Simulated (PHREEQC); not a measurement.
A solution holds 0.0022 mol/kgw CuSO4, 0.00037 mol/kgw HCl and 0.016 mol/kgw KCl, at 25 °C. Closed to the air; pH follows from the charge balance.

Model: ion-association model, wateq4f.dat, run in PHREEQC.

This is a speciation only: nothing precipitates in the calculation.

**Question.** What pH does the model give?

**Answer.** pH 3.53.

**Question.** In which forms is S present?

**Answer.** SO4-2 83 %, CuSO4 10 %, KSO4- 5.1 %, HSO4- 1.6 % of the S.

Complexes and solids missing from the database can't appear.
